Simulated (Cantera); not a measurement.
An isothermal, constant-pressure homogeneous reactor starts with CH₄ : CO₂ : H₂ = 1 : 0.86 : 0.63 (molar parts), at 1875 K and 0.530 bar. Integrator tolerance rtol = 1e-08.

Cantera simulation using GRI-Mech 3.0 (53 species, 325 reactions); the numbers are that mechanism's predictions, not measurements.

### Question
What does this change do: temperature 1875 to 1473 K?

### Answer
```csv
quantity,before,after
x(CH₄) at 50.0 s,0.00100 (gas-phase equilibrium 0.00100),0.0461 (gas-phase equilibrium 0.0199)
x(CO₂) at 50.0 s,4.33e-7 (gas-phase equilibrium 4.36e-7),0.0251 (gas-phase equilibrium 1.82e-6)
x(H₂) at 50.0 s,0.587 (gas-phase equilibrium 0.587),0.465 (gas-phase equilibrium 0.570)
x(C₂H₆) at 50.0 s,1.88e-8 (gas-phase equilibrium 1.88e-8),1.27e-5 (gas-phase equilibrium 2.11e-6)
x(H) at 50.0 s,0.000695 (gas-phase equilibrium 0.000695),1.18e-5 (gas-phase equilibrium 1.32e-5)
x(C₂H₂) at 50.0 s,0.0155 (gas-phase equilibrium 0.0155),0.0485 (gas-phase equilibrium 0.00584)
```
